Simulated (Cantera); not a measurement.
An isothermal, constant-pressure homogeneous reactor starts with 90.9 % N2O, 9.09 % H2O, at 1300 K and 12.8 Torr.

Detailed kinetics in Cantera: GRI-Mech 3.0 (53 species, 325 reactions). GRI-Mech 3.0 was tuned for natural gas; its chemistry of N2O as a main component is partial and can be far from experiment. Radical loss at walls, strong at low pressure, is not modelled. The mechanism lacks the step 2 NO + O2 → 2 NO2, which can matter for NO2 below about 1400 K. The temperature is held fixed by assumption; the heat of reaction is taken as removed at once.

x: mole fraction; the columns are a selection and need not sum to one.

```tsv
t (s)	x N2O	x H2O	x H2	x O	x NO	x H
5.00e-6	0.909	0.0909	<1e-12	1.97e-7	5.27e-10	<1e-12
2.46e-5	0.909	0.0909	<1e-12	9.29e-7	1.24e-8	<1e-12
0.000121	0.909	0.0909	<1e-12	3.79e-6	2.63e-7	2.39e-11
0.000592	0.909	0.0909	1.79e-10	8.93e-6	3.84e-6	(withheld)
0.00291	0.909	0.0909	1.67e-8	9.77e-6	2.77e-5	(withheld)
0.0143	0.907	0.0908	3.45e-7	9.77e-6	0.000142	(withheld)
0.0701	0.901	0.0906	1.06e-6	9.74e-6	0.000647	(withheld)
0.344	0.870	0.0897	6.25e-7	9.29e-6	0.00298	3.06e-8
1.69	0.738	0.0856	4.00e-7	8.64e-6	0.0134	2.93e-8
8.30	0.367	0.0739	4.44e-7	7.99e-6	0.0431	(withheld)
40.7	0.0248	0.0632	6.50e-7	6.44e-6	0.0692	(withheld)
200	8.10e-6	0.0625	8.06e-8	7.29e-7	0.0704	(withheld)
```

Question: Some entries are withheld; supply them.

Answer: 
- 0.000592, x H: 1.25e-9
- 0.00291, x H: 1.01e-8
- 0.0143, x H: 2.92e-8
- 0.0701, x H: 3.33e-8
- 8.30, x H: 3.96e-8
- 40.7, x H: 5.85e-8
- 200, x H: 2.46e-9
